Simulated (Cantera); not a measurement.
Gas mixture: 12.2 % C₂H₆, 54.7 % C₃H₈, 33.1 % H₂O, at 2670 Pa, frozen composition.

Cantera's kinetic-theory transport with the Lennard-Jones parameters of GRI-Mech 3.0, ideal gas; thermal conductivity in the mixture-averaged form. Polar gases are described roughly by these parameters.

D: mixture-averaged diffusion coefficient of that species in the mixture.

```json
[
 {"T (K)": "400", "ρ (kg/m³)": "0.0271", "cp (J/kg/K)": "2096", "μ (µPa s)": "11.8", "λ (mW/m/K)": "33.2", "Pr": "0.745", "D (cm²/s) H₂O": "8.06", "D (cm²/s) H₂": "___", "D (cm²/s) H": "53.2"},
 {"T (K)": "500", "ρ (kg/m³)": "0.0216", "cp (J/kg/K)": "2448", "μ (µPa s)": "14.5", "λ (mW/m/K)": "46.7", "Pr": "0.761", "D (cm²/s) H₂O": "12.5", "D (cm²/s) H₂": "___", "D (cm²/s) H": "80.1"},
 {"T (K)": "600", "ρ (kg/m³)": "0.0180", "cp (J/kg/K)": "2764", "μ (µPa s)": "17.1", "λ (mW/m/K)": "61.0", "Pr": "0.774", "D (cm²/s) H₂O": "17.7", "D (cm²/s) H₂": "___", "D (cm²/s) H": "111"},
 {"T (K)": "700", "ρ (kg/m³)": "0.0155", "cp (J/kg/K)": "3040", "μ (µPa s)": "19.5", "λ (mW/m/K)": "75.8", "Pr": "0.782", "D (cm²/s) H₂O": "23.7", "D (cm²/s) H₂": "___", "D (cm²/s) H": "146"},
 {"T (K)": "800", "ρ (kg/m³)": "0.0135", "cp (J/kg/K)": "3279", "μ (µPa s)": "21.8", "λ (mW/m/K)": "90.8", "Pr": "0.787", "D (cm²/s) H₂O": "30.4", "D (cm²/s) H₂": "___", "D (cm²/s) H": "184"},
 {"T (K)": "900", "ρ (kg/m³)": "0.0120", "cp (J/kg/K)": "3488", "μ (µPa s)": "24.0", "λ (mW/m/K)": "106", "Pr": "0.789", "D (cm²/s) H₂O": "37.7", "D (cm²/s) H₂": "___", "D (cm²/s) H": "226"}
]
```

**Question.** Fill in the missing entries.

**Answer.** 
- 400, D (cm²/s) H₂: 35.7
- 500, D (cm²/s) H₂: 52.6
- 600, D (cm²/s) H₂: 71.9
- 700, D (cm²/s) H₂: 93.4
- 800, D (cm²/s) H₂: 117
- 900, D (cm²/s) H₂: 143
